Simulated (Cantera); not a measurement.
An isothermal, constant-pressure homogeneous reactor starts with CH4 : CO2 : H2 = 1 : 0.93 : 0.16 (molar parts), at 2125 K and 1000000 Pa.

Computed with Cantera and GRI-Mech 3.0 (53 species, 325 reactions).

x: mole fraction; the columns are a selection and need not sum to one.

| t (s) | x CH4 | x CO2 | x H2 | x H2O | x CO | x C2H |
|---|---|---|---|---|---|---|
| 3.00e-6 | 0.372 | 0.417 | 0.149 | 0.00569 | 0.00781 | (withheld) |
| 1.94e-5 | 0.157 | 0.289 | 0.321 | 0.0557 | 0.0672 | (withheld) |
| 0.000126 | 0.0328 | 0.0813 | 0.305 | 0.197 | 0.248 | (withheld) |
| 0.000814 | 0.0155 | 0.0269 | 0.376 | 0.141 | 0.353 | (withheld) |
| 0.00527 | 0.00738 | 0.00802 | 0.477 | 0.0445 | 0.430 | (withheld) |
| 0.0341 | 0.00310 | 0.000921 | 0.520 | 0.00522 | 0.460 | (withheld) |
| 0.221 | 0.00247 | 1.14e-5 | 0.525 | 6.47e-5 | 0.464 | 3.27e-7 |
| 1.43 | 0.00247 | 1.05e-5 | 0.525 | 6.00e-5 | 0.464 | 3.27e-7 |
| 9.27 | 0.00247 | 1.05e-5 | 0.525 | 6.00e-5 | 0.464 | 3.27e-7 |
| 60.0 | 0.00247 | 1.05e-5 | 0.525 | 6.00e-5 | 0.464 | 3.27e-7 |

Fill in the missing entries.


- 3.00e-6, x C2H: 6.03e-7
- 1.94e-5, x C2H: 5.10e-6
- 0.000126, x C2H: 7.79e-6
- 0.000814, x C2H: 4.57e-6
- 0.00527, x C2H: 1.46e-6
- 0.0341, x C2H: 4.50e-7
